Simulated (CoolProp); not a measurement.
Model: reference Helmholtz-energy equation of state, Kamei 1995, in CoolProp.

Task: Give the vapour pressure (MPa), liquid density (kg/m³), enthalpy of vaporisation (kJ/kg), liquid viscosity (µPa s) of saturated R22 at 235.4, 250.3 K.

Result: 
```json
[
 {"T (K)": "235.4", "p (MPa)": "0.117", "liquid density (kg/m³)": "1400", "enthalpy of vaporisation (kJ/kg)": "232", "liquid viscosity (µPa s)": "276"},
 {"T (K)": "250.3", "p (MPa)": "0.219", "liquid density (kg/m³)": "1360", "enthalpy of vaporisation (kJ/kg)": "222", "liquid viscosity (µPa s)": "227"}
]
```

Viscosity comes from a separate model (Bell 2016), an estimate that may be off by 10 % or more.
